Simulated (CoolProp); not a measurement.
Vapour pressure (kPa) of CH3F (R41): the reference equation beside estimates from Tc = 317.3 K, pc = 5906 kPa, ω = 0.200. Clausius-Clapeyron is anchored at 254.9 K with a constant enthalpy of vaporisation of 12.97 kJ/mol.

The numbers come from the reference Helmholtz-energy equation of state, Lemmon 2006 in CoolProp. It is a short technical equation, of lower accuracy than the large ones.

```csv
T (K),reference,Clausius-Clapeyron,Peng-Robinson
245.2,879.1,943.4,884.9
248.5,980.5,1027,988.2
251.7,1087,1112,1097
254.9,1202,1202,1214
258.2,1330,1300,1344
261.4,1463,1400,1480
264.6,1606,1504,1626
267.9,1765,1618,1788
271.1,1929,1733,1956
274.3,2105,1853,2135
277.6,2298,1983,2332
280.8,2498,2114,2536
```

Absolute difference from the reference over all 12 rows, mean and median: Clausius-Clapeyron 7.2 and 6.8 %, Peng-Robinson 1.2 and 1.2 %.
